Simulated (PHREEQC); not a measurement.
0.15 g of hydrous ferric oxide (600 m²/g; 0.2 weak and 0.005 strong sites per Fe, Dzombak-Morel constants, diffuse double layer) in 1 kg of water with 0.3 mol/kgw of an inert sodium salt, at 25 °C; the pH is set by adding NaOH or the inert anion's acid. Oxygen is held at 0.21 atm. No CO2 enters from the air. Precipitation was switched off in this run.

Model: ion-association model, wateq4f.dat, run in PHREEQC.

### Question
Predict surface charge σ (C/m²), surface potential ψ (mV) at pH = 4.38, 5.12, 7.75.

### Answer
```
pH    surface charge σ (C/m²)  surface potential ψ (mV)
----  -----------------------  ------------------------
4.38                    0.328                       120
5.12                    0.255                       107
7.75                    0.020                        15
```
